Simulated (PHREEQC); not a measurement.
0.94 g of hydrous ferric oxide (600 m²/g; 0.2 weak and 0.005 strong sites per Fe, Dzombak-Morel constants, diffuse double layer) in 1 kg of water with 0.005 mol/kgw of an inert sodium salt and 0.00032 mol/kgw SrCl2, at 25 °C; the pH is set by adding NaOH or the inert anion's acid. O2 is buffered at 0.21 atm. The system is closed to CO2. Nothing may precipitate in this run.

Computed with PHREEQC (ion-association model, wateq4f.dat).

| pH | Sr sorbed (%) | surface charge σ (C/m²) | surface potential ψ (mV) |
|---|---|---|---|
| 3 | 0.0 | 0.313 | 210 |
| 3.5 | 0.0 | 0.256 | 203 |
| 4 | 0.0 | 0.195 | 191 |
| 4.5 | 0.0 | 0.141 | 175 |
| 5 | 0.0 | 0.097 | 156 |
| 5.5 | 0.0 | 0.064 | 136 |
| 6 | 0.0 | 0.041 | 113 |
| 6.5 | 0.3 | 0.024 | 88 |
| 7 | 2.1 | 0.014 | 62 |
| 7.5 | 8.3 | 0.007 | 37 |
| 8 | 16.0 | 0.002 | 11 |
| 8.5 | 28.3 | -0.003 | -15 |
| 9 | 61.3 | -0.007 | -37 |

The oxide is taken as insoluble; below pH 4 it would dissolve.
